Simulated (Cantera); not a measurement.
Input: 1 mol Al2O3, 0.57 mol N2, equilibrated at 9.75 Torr.

These are equilibrium values from Cantera (NASA tables, ideal gas, pure condensed phases), not measurements of a reactor. Candidate condensed phases: Al, AlN, Al2O3; 16 gas species. Kinetics and transport are ignored.

Which condensed phases are stable at each of these points (T (K)): 1850, 1950, 2050, 2150, 2250, 2350, 2450, 2550, 2650, 2750?


```csv
T (K),condensed phases,Al condensed (%)
1850,Al2O3(s),100.0
1950,Al2O3(s),100.0
2050,Al2O3(s),100.0
2150,Al2O3(s),100.0
2250,Al2O3(s),100.0
2350,Al2O3(l),100.0
2450,Al2O3(l),100.0
2550,Al2O3(l),99.9
2650,Al2O3(l),99.9
2750,Al2O3(l),99.6
```

From 1850 K to 2250 K the condensed part is Al2O3(s). From 2350 K to 2750 K the condensed part is Al2O3(l).
